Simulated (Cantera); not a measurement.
A Cantera script and what it prints.

```python
import numpy as np
import cantera as ct

gas_names = """
    H HO2 H2 H2O H2O2 O OH O2 O3 P PH PH3 PO PO2 P2 P4 P4O10
""".split()
cond_names = """
    H2O(s) H2O(L) P(cr) P(L) P4O10(s)
""".split()


# ... load() reads the species with a 1 bar reference pressure and builds the phases ...
atoms = {
    'PH3': {'P': 1, 'H': 3},
    'O2': {'O': 2},
}
top_T = {'P4O10(s)': 690}  # K; cautious upper limits of use, not melting points


# ... equilibrate(T, P, feed) seeds the gas with the atoms and calls Mixture.equilibrate('TP', solver="vcs", rtol=1e-11, max_steps=5000) ...
results = []
feed = {'PH3': 1, 'O2': 0.64}  # mol
T = 3075  # K
P = 4800  # Pa
mix = equilibrate(T, P, feed)
results.append((T, P, feed, dict(zip(mix.species_names, mix.species_moles))))
x = sorted(zip(gas.X, gas.species_names), reverse=True)
print(f"T = {T:g} K  P = {P:g} Pa  gas = {mix.phase_moles(0):.4g} mol")
print("   x: " + "  ".join(f"{s} {v:.3e}" for v, s in x if v > 1e-05))
print("   condensed (mol): " + ("  ".join(f"{mix.phase(i).name} {mix.phase_moles(i):.4g}"
      for i in range(1, mix.n_phases) if mix.phase_moles(i) > 1e-12) or "none"))
```

It prints:

```
T = 3075 K  P = 4800 Pa  gas = 3.291 mol
   x: H 4.139e-01  PO 2.619e-01  H2 2.103e-01  H2O 2.854e-02  PO2 2.635e-02  O 2.359e-02  OH 1.974e-02  P 1.285e-02  O2 1.261e-03  P2 1.247e-03  PH 3.103e-04
   condensed (mol): none
```

Cantera equilibrium calculation (NASA polynomials, part measured and part estimated; ideal gas, pure solids and liquids). Gases not in the tables: HPO2, HPO3 and P4O6.
